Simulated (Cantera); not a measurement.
Feed: 1 mol borazine, 0.1 mol NH3, 3 mol H2, 0.63 mol H2O, equilibrated at 1.33 mbar.

These are equilibrium values from Cantera (NASA tables, ideal gas, pure condensed phases), not measurements of a reactor. Candidate condensed phases: B, BN, B2O3, B3O3H3, H2O; 39 gas species. The feed counts by its element totals alone. Kinetics and transport are ignored. All values below are at 525 °C.

Base state: H2 0.963, N2 0.0368, H2O 0.000357 (mole fractions); condensed: BN(s) + B2O3(l).

Question: What changes in the equilibrium state with this change: NH3 from 0.1 to 3.3 mol?

Answer: 
```json
[
 {"species": "H2", "before": "0.963", "after": "0.861"},
 {"species": "N2", "before": "0.0368", "after": "0.138"},
 {"species": "H2O", "before": "0.000357", "after": "0.000496"},
 {"species": "BN(s), mol", "before": "2.58", "after": "2.58"},
 {"species": "B2O3(l), mol", "before": "0.209", "after": "0.208"}
]
```

Question: What changes in the equilibrium state with this change: borazine replaced by B?

Answer: 
```tsv
species	before	after
H2	0.963	1.000
B3O3H3	<1e-9	0.000153
H2O	0.000357	<1e-9
N2	0.0368	<1e-9
BN(s), mol	2.58	0.100
B2O3(l), mol	0.209	0.209
B(s), mol	0	0.479
```
